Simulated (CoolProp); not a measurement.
Vapour-liquid equilibrium of n-hexane (1) + n-decane (2) at 4.02 bar; x and y are mole fractions of (1).

Model: multi-fluid Helmholtz-energy mixture model, Thol 2019 and Lemmon 2006; pair parameters Kunz 2012, in CoolProp.

### Question
Give the bubble temperature and the first vapour's composition at x = 0.2, 0.65, 0.8. Is there an azeotrope?

### Answer
x = 0.2: 196.2 °C, y = 0.616; x = 0.65: 141.6 °C, y = 0.955; x = 0.8: 131.1 °C, y = 0.981. No azeotrope shows between x = 0.05 and 0.95.

The pair parameters rest on a limited set of measurements; away from them the model extrapolates.
